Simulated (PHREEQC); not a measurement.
0.015 g of hydrous ferric oxide (600 m²/g; 0.2 weak and 0.005 strong sites per Fe, Dzombak-Morel constants, diffuse double layer) in 1 kg of water with 0.005 mol/kgw of an inert sodium salt, at 25 °C; the pH is set by adding NaOH or the inert anion's acid. O2 is buffered at 0.21 atm. No CO2 enters from the air. Precipitation was switched off in this run.

All values are PHREEQC results (ion-association model, wateq4f.dat), not measurements.

```csv
pH,surface charge σ (C/m²),surface potential ψ (mV)
3,0.302,215
3.67,0.221,203
4.33,0.147,183
5,0.090,158
5.67,0.051,129
6.33,0.027,97
7,0.013,62
7.67,0.004,25
8.33,-0.002,-12
9,-0.009,-50
9.67,-0.021,-86
10.33,-0.042,-119
11,-0.081,-148
```

The oxide is taken as insoluble; below pH 4 it would dissolve.
